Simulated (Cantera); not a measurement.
A closed system holds: 1 mol Fe, a varied amount of CO₂, 29 mol N₂, equilibrated at 1250 °C and 0.133 bar.

Equilibrium computed with Cantera from the NASA thermochemical tables; the gas is ideal and each condensed phase is pure. Candidate condensed phases: C, Fe, Fe(CO)₅, FeO, Fe₂O₃, Fe₃O₄; 27 gas species. Mutual solubility and eutectic melting of coexisting phases are not modelled. The tables' stoichiometric FeO is somewhat more stable than real wüstite, so its field is too wide. FeO: taken at fixed stoichiometry. Rates play no part.

Q: Which condensed phases are stable at each of these points (n(CO₂) (mol)): 0.089, 0.14, 0.21, 0.33, 0.52, 0.8, 1.2, 1.9, 3, 4.7?

A: 
| n(CO₂) (mol) | condensed phases | Fe condensed (%) |
|---|---|---|
| 0.089 | Fe(γ) + FeO(s) | 100.0 |
| 0.14 | Fe(γ) + FeO(s) | 100.0 |
| 0.21 | Fe(γ) + FeO(s) | 100.0 |
| 0.33 | Fe(γ) + FeO(s) | 100.0 |
| 0.52 | Fe(γ) + FeO(s) | 100.0 |
| 0.8 | Fe(γ) + FeO(s) | 100.0 |
| 1.2 | FeO(s) | 100.0 |
| 1.9 | FeO(s) | 100.0 |
| 3 | FeO(s) | 100.0 |
| 4.7 | FeO(s) | 100.0 |

From 0.089 mol CO₂ to 0.8 mol CO₂ the condensed part is Fe(γ) + FeO(s). From 1.2 mol CO₂ to 4.7 mol CO₂ the condensed part is FeO(s).
